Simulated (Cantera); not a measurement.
Mixture: CH4 : O2 : N2 : CO2 = 1 : 3.45 : 13 : 3 (molar parts), equivalence ratio 0.58, at 6.22 atm, adiabatic and at constant pressure. Ignition delay is the time to a rise of 400 K.

Detailed kinetics in Cantera: GRI-Mech 3.0 (53 species, 325 reactions).

Question: Predict: delay at 1025 K; delay at 1125 K; delay at 1225 K; delay at 1325 K; delay at 1425 K; delay at 1525 K; apparent activation energy between 1325 and 1525 K.

Answer: 
```json
{
 "delay at 1025 K": "88.5 ms",
 "delay at 1125 K": "19.7 ms",
 "delay at 1225 K": "5.43 ms",
 "delay at 1325 K": "1.71 ms",
 "delay at 1425 K": "0.594 ms",
 "delay at 1525 K": "0.227 ms",
 "apparent activation energy between 1325 and 1525 K": "170 kJ/mol"
}
```
